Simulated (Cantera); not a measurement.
## CH3Cl + Si + H2 (fluorocarbon and chlorocarbon gases)

Feed: 1 mol CH3Cl, 0.0088 mol Si, 1.5 mol H2, held at 3350 K and 0.0190 bar.

Method: chemical equilibrium by Gibbs-energy minimisation in Cantera with the NASA 1993 tables (ideal gas, pure condensed phases). Candidate condensed phases: C, C6H6, C7H8, C8H18, Si, SiC; 109 gas species. The tables' values for CCl are old estimates; treat these amounts as uncertain. Kinetics and transport are ignored.

| Quantity | Value |
|---|---|
| x(H) | 0.728 |
| x(Cl) | 0.129 |
| x(H2) | 0.0587 |
| x(C3) | 0.0306 |
| x(C) | 0.0213 |
| x(HCl) | 0.0156 |
| x(C2) | 0.00820 |
| x(C2H) | 0.00496 |
| x(C2H2 (acetylene)) | 0.00149 |
| gas amount | 6.902 mol |
| log10 activity of C(graphite) (absent) | -0.39 |
| log10 activity of Si(l) (absent) | -4.45 |
